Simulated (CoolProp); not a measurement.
Properties of normal hydrogen along the isobar 0.636 bar.

Values from CoolProp's reference Helmholtz-energy equation of state, Leachman 2009.

```json
[
 {"T (K)": "29.8", "phase": "gas", "Joule-Thomson coefficient (K/MPa)": "10.13", "conductivity (mW/(m K))": "23.8", "Prandtl number": "0.675"},
 {"T (K)": "46.7", "phase": "gas", "Joule-Thomson coefficient (K/MPa)": "5.305", "conductivity (mW/(m K))": "35.4", "Prandtl number": "0.668"},
 {"T (K)": "63.5", "phase": "gas", "Joule-Thomson coefficient (K/MPa)": "3.259", "conductivity (mW/(m K))": "45.9", "Prandtl number": "0.665"},
 {"T (K)": "80.4", "phase": "gas", "Joule-Thomson coefficient (K/MPa)": "2.121", "conductivity (mW/(m K))": "56.2", "Prandtl number": "0.668"},
 {"T (K)": "97.3", "phase": "gas", "Joule-Thomson coefficient (K/MPa)": "1.412", "conductivity (mW/(m K))": "66.6", "Prandtl number": "0.676"},
 {"T (K)": "114.2", "phase": "gas", "Joule-Thomson coefficient (K/MPa)": "0.9447", "conductivity (mW/(m K))": "77.3", "Prandtl number": "0.682"},
 {"T (K)": "131", "phase": "gas", "Joule-Thomson coefficient (K/MPa)": "0.6270", "conductivity (mW/(m K))": "88.4", "Prandtl number": "0.686"},
 {"T (K)": "147.9", "phase": "gas", "Joule-Thomson coefficient (K/MPa)": "0.4004", "conductivity (mW/(m K))": "99.7", "Prandtl number": "0.687"}
]
```

Viscosity comes from a separate model (Muzny 2013). Thermal conductivity comes from a separate model (Assael 2011).
